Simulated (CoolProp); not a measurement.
Saturation properties of n-butane.

Computed with CoolProp (reference Helmholtz-energy equation of state, Bücker 2006).

```
T (°C)  p (MPa)  liquid density (kg/m³)  enthalpy of vaporisation (kJ/kg)  liquid cp (kJ/(kg K))  vapour Z  liquid viscosity (µPa s)
------  -------  ----------------------  --------------------------------  ---------------------  --------  ------------------------
66.25    0.7415                   520.5                             312.9                  2.724    0.8364                       108
71.65    0.8402                   512.8                             305.4                  2.771    0.8215                       102
77.15    0.9504                   504.7                             297.2                  2.823    0.8054                      97.3
82.55     1.069                   496.5                             288.9                  2.878    0.7885                      92.3
88.05     1.200                   487.7                             279.9                  2.940    0.7703                      87.5
93.55     1.343                   478.5                             270.3                  3.009    0.7509                      82.8
98.95     1.495                   469.0                             260.3                  3.086    0.7305                      78.3
104.45    1.663                   458.8                             249.4                  3.176    0.7083                      73.8
109.85    1.840                   448.2                             237.8                  3.281    0.6848                      69.5
115.35    2.036                   436.5                             225.1                  3.413    0.6590                      65.1
120.85    2.247                   423.8                             211.1                  3.581    0.6308                      60.8
```

It boils at -0.5 °C under 1 atm.

Viscosity comes from a separate model (Vogel 1999).
